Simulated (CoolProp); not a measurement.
A closed Brayton cycle with carbon dioxide: compressor inlet 310.15 K and 7.7 MPa, high pressure 19.6 MPa, turbine inlet 795 K, compressor efficiency 0.85, turbine efficiency 0.93, recuperator effectiveness 0.9 (on enthalpy, no pinch check). Each further row changes one setting.

The numbers come from the reference Helmholtz-energy equation of state, Span 1996 in CoolProp.

```csv
case,thermal efficiency (%),net work (kJ/kg),compressor to turbine work,compressor exit (K),turbine exit (K)
as stated,…,84.4,0.31,376.9,682.7
turbine inlet 745 K,32.5,75.6,0.33,376.9,636.9
compressor inlet 320.15 K,33.2,75.2,…,…,682.7
high pressure 16.7 MPa,32.5,72.5,0.29,…,701.5
recuperator effectiveness 0.5,21.8,84.4,0.31,376.9,682.7
```

Problem. Complete the blanks.

Solution. 
- as stated, thermal efficiency (%): 34.2
- compressor inlet 320.15 K, compressor to turbine work: 0.38
- compressor inlet 320.15 K, compressor exit (K): 398.2
- high pressure 16.7 MPa, compressor exit (K): 365.2
